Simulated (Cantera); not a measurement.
# SiCl4 + NH3 + H2 (silicon nitride deposition)

A closed system holds: 1 mol SiCl4, 46 mol NH3, 5.8 mol H2, held at 63.0 mbar.

Cantera equilibrium calculation (NASA polynomials, part measured and part estimated; ideal gas, pure solids and liquids). Candidate condensed phases: NH4Cl, Si, Si3N4; 28 gas species. The tables' values for SiCl, SiN, SiCl3 are old estimates; treat these amounts as uncertain. Gases not in the tables: Si2H6 and higher silanes. Equilibrium is a limit: real reactors are often held back by kinetics, nucleation or transport.

```json
[
 {"T (°C)": "500", "x H2": "0.734", "x N2": "0.225", "x HCl": "0.0403", "x H": "3.10e-12", "x Si": "<1e-12", "x SiCl2": "<1e-12", "n Si3N4(s)": "0.333", "n Si(l)": "0"},
 {"T (°C)": "700", "x H2": "0.734", "x N2": "0.225", "x HCl": "0.0403", "x H": "3.69e-9", "x Si": "<1e-12", "x SiCl2": "1.71e-9", "n Si3N4(s)": "0.333", "n Si(l)": "0"},
 {"T (°C)": "900", "x H2": "0.734", "x N2": "0.225", "x HCl": "0.0403", "x H": "4.03e-7", "x Si": "<1e-12", "x SiCl2": "4.53e-7", "n Si3N4(s)": "0.333", "n Si(l)": "0"},
 {"T (°C)": "1100", "x H2": "0.734", "x N2": "0.225", "x HCl": "0.0403", "x H": "1.14e-5", "x Si": "2.22e-11", "x SiCl2": "2.29e-5", "n Si3N4(s)": "0.332", "n Si(l)": "0"},
 {"T (°C)": "1300", "x H2": "0.734", "x N2": "0.225", "x HCl": "0.0395", "x H": "0.000139", "x Si": "4.85e-8", "x SiCl2": "0.000400", "n Si3N4(s)": "0.320", "n Si(l)": "0"},
 {"T (°C)": "1500", "x H2": "0.735", "x N2": "0.227", "x HCl": "0.0345", "x H": "0.000972", "x Si": "1.82e-5", "x SiCl2": "0.00280", "n Si3N4(s)": "0.238", "n Si(l)": "0"},
 {"T (°C)": "1700", "x H2": "0.729", "x N2": "0.230", "x HCl": "0.0325", "x H": "0.00459", "x Si": "0.000501", "x SiCl2": "0.00358", "n Si3N4(s)": "0", "n Si(l)": "0.553"},
 {"T (°C)": "1900", "x H2": "0.715", "x N2": "0.227", "x HCl": "0.0325", "x H": "0.0163", "x Si": "0.00449", "x SiCl2": "0.00293", "n Si3N4(s)": "0", "n Si(l)": "0.0746"}
]
```
x: gas mole fraction; n: condensed amount in mol.

From 500 °C to 1500 °C the condensed part is Si3N4(s). From 1700 °C to 1900 °C the condensed part is Si(l). The main Si-bearing gas is SiCl4 at 500 °C and Si at 1900 °C.
